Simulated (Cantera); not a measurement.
Standard-state values (1 bar) from the NASA 1993 polynomials, evaluated with Cantera. Values are per mole of reaction as written; species without (g) are pure solids or liquids, kept so even where they would boil at 1 bar. TiC: taken at fixed stoichiometry.

TiC + 8 Cl(g) = CCl₄(g) + TiCl₄

| T (K) | ΔH° (kJ) | ΔS° (J/K) | ΔG° (kJ) | log10 K |
|---|---|---|---|---|
| 448 | -1683.6 | -775.8 | -1336.0 | 155.77 |
| 473 | ? | ? | ? | ? |
| 498 | -1682.7 | -774.0 | -1297.2 | 136.06 |
| 523 | ? | ? | ? | ? |
| 548 | -1681.9 | -772.4 | -1258.6 | 119.97 |

Fill in the missing entries.


- 473, ΔH° (kJ): -1683.1
- 473, ΔS° (J/K): -774.9
- 473, ΔG° (kJ): -1316.6
- 473, log10 K: 145.40
- 523, ΔH° (kJ): -1682.3
- 523, ΔS° (J/K): -773.2
- 523, ΔG° (kJ): -1277.9
- 523, log10 K: 127.63
